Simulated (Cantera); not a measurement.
A closed system holds: 1 mol SiC, 0.0038 mol Si, 0.14 mol N₂, 0.021 mol C, at 2627 °C and 13.3 mbar.

These are equilibrium values from Cantera (NASA tables, ideal gas, pure condensed phases), not measurements of a reactor. The tables' values for SiN are old estimates; treat these amounts as uncertain. Rates play no part.

```json
[
 {"species": "N₂", "before": "0.122", "after": "0.987"},
 {"species": "Si", "before": "0.488", "after": "0.0100"},
 {"species": "SiC₂", "before": "0.337", "after": "0.00139"},
 {"species": "Si₂C", "before": "0.0325", "after": "0.000816"},
 {"species": "C₅", "before": "0.000104", "after": "1.45e-9"},
 {"species": "C₄", "before": "1.95e-5", "after": "<1e-9"},
 {"species": "C₂", "before": "0.000772", "after": "1.11e-7"},
 {"species": "C₃", "before": "0.00776", "after": "1.25e-6"},
 {"species": "C", "before": "0.00142", "after": "6.27e-7"},
 {"species": "SiC", "before": "0.00128", "after": "1.52e-6"},
 {"species": "C(graphite), mol", "before": "0.193", "after": "0.0186"},
 {"species": "SiC(s), mol", "before": "0", "after": "1.00"}
]
```
Gas species are given as mole fractions.

Problem. Name the change that produced these shifts.
(A) temperature from 2627 °C to 1552 °C
(B) pressure from 13.3 mbar to 9.20 Pa
(C) temperature from 2627 °C to 2202 °C
(D) temperature from 2627 °C to 2027 °C

Solution. D, temperature from 2627 °C to 2027 °C
